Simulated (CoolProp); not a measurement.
The fluid at 293.15 K and 0.149 MPa (liquid) is heated at constant pressure to 309.8 K. The same conditions are run with several fluids, on thermodynamics alone (safety and materials aside).

Model: reference Helmholtz-energy equation of state of each fluid (the fluoroketone C6F12O (FK-5-1-12): McLinden 2015; o-xylene: Zhou 2012; ethanol: Schroeder 2014; R245ca: Zhou 2016; tetradecamethylhexasiloxane (MD4M): Thol 2019), in CoolProp.

| fluid | heat (kJ/kg) | final phase | final density (kg/m³) |
|---|---|---|---|
| the fluoroketone C6F12O (FK-5-1-12) | 18.4 | liquid | ? |
| o-xylene | ? | liquid | ? |
| ethanol | ? | liquid | ? |
| R245ca | ? | gas | ? |
| tetradecamethylhexasiloxane (MD4M) | ? | liquid | 876 |

**Question.** What belongs in the gaps?

**Answer.** 
- the fluoroketone C6F12O (FK-5-1-12), final density (kg/m³): 1570
- o-xylene, heat (kJ/kg): 29.6
- o-xylene, final density (kg/m³): 866
- ethanol, heat (kJ/kg): 41.0
- ethanol, final density (kg/m³): 775
- R245ca, heat (kJ/kg): 221
- R245ca, final density (kg/m³): 8.17
- tetradecamethylhexasiloxane (MD4M), heat (kJ/kg): 28.6
